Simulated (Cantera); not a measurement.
A closed system holds: 1 mol CO2, 1.6 mol H2, held at 19.0 mbar.

These are equilibrium values from Cantera (NASA tables, ideal gas, pure condensed phases), not measurements of a reactor. Candidate condensed phases: C, C6H6, C7H8, C8H18, H2O; 110 gas species. Rates play no part.

Q: Which condensed phases are stable at each of these points (T (°C)): 352, 502, 652, 802, 952, 1102, 1252, 1402, 1552, 1702, 1852, 2002, 2152, 2302?

A: 
```
T (°C)  condensed phases  C condensed (%)
------  ----------------  ---------------
352          C(graphite)             23.2
502             gas only              0.0
652             gas only              0.0
802             gas only              0.0
952             gas only              0.0
1102            gas only              0.0
1252            gas only              0.0
1402            gas only              0.0
1552            gas only              0.0
1702            gas only              0.0
1852            gas only              0.0
2002            gas only              0.0
2152            gas only              0.0
2302            gas only              0.0
```

At 352 °C the condensed part is C(graphite). From 502 °C to 2302 °C nothing is condensed.
